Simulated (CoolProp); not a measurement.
A Linde-Hampson liquefier for oxygen: isothermal reversible compression at 250 K from 1 atm to 30 MPa, throttling to 1 atm, return gas leaving the recuperator 10 K below the feed. Each further row changes one setting.

Values from CoolProp's reference Helmholtz-energy equation of state, Schmidt 1985.

| case | liquid yield per pass | compression work (kJ/kg of gas) |
|---|---|---|
| as stated | (withheld) | 352 |
| high pressure 60 MPa | (withheld) | 399 |
| warm-end temperature 280 K | (withheld) | (withheld) |
| warm-end gap 15 K | (withheld) | 352 |

Problem. Some entries are withheld; supply them.

Solution. 
- as stated, liquid yield per pass: 0.203
- high pressure 60 MPa, liquid yield per pass: 0.226
- warm-end temperature 280 K, liquid yield per pass: 0.145
- warm-end temperature 280 K, compression work (kJ/kg of gas): 402
- warm-end gap 15 K, liquid yield per pass: 0.192
